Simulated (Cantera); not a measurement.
A freely propagating, adiabatic, planar premixed flame of H2 : O2 : N2 = 1 : 0.588 : 2.59 (molar parts), equivalence ratio 0.85, unburnt at 650 K and 675 Torr; mixture-averaged transport, grid criteria slope 0.08 and curve 0.16, no radiation.

Computed with Cantera and the H2/O2 subset of GRI-Mech 3.0, which has no nitrogen chemistry. Burning velocities carry a grid error of a few per cent, more on coarse grids.

Task: What does this change do: N2 2.59 to 2.1 parts?

Result: 
| quantity | before | after |
|---|---|---|
| laminar burning velocity | 662 cm/s | 803 cm/s |
| thermal thickness | 0.577 mm | 0.540 mm |
| peak x(OH) | 0.0151 | 0.0207 |
| peak x(O) | 0.0129 | 0.0167 |
| peak x(H2O2) | 9.13e-6 | 9.55e-6 |

Task: What does this change do: O2 0.588 to 0.45 parts?

Result: 
```csv
quantity,before,after
laminar burning velocity,662 cm/s,627 cm/s
thermal thickness,0.577 mm,0.639 mm
peak x(OH),0.0151,0.0100
peak x(O),0.0129,0.00790
peak x(H2O2),9.13e-6,6.95e-6
```

Task: What does this change do: inlet temperature 650 to 300 K?

Result: 
```tsv
quantity	before	after
laminar burning velocity	662 cm/s	144 cm/s
thermal thickness	0.577 mm	0.410 mm
peak x(OH)	0.0151	0.00988
peak x(O)	0.0129	0.00733
peak x(H2O2)	9.13e-6	9.67e-5
```
